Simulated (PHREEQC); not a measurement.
A solution holds 0.048 mol Cu(NO3)2, 0.0064 mol HCl and 0.018 mol NaCl per kg of water, at 65 °C. Closed to the air; pH follows from the charge balance.

Equilibrium calculation in PHREEQC: ion-association model, phreeqc.dat.

The ionic strength comes out as 0.160 mol/kgw. What activity coefficients do Na+, Cu+2, NO3-, H+, CuCl+ get?

Na+ 0.74, Cu+2 0.32, NO3- 0.70, H+ 0.79, CuCl+ 0.72.

Precipitation was switched off in this run. Complexes and solids missing from the database can't appear. Constants without temperature data keep their 25 °C values here.
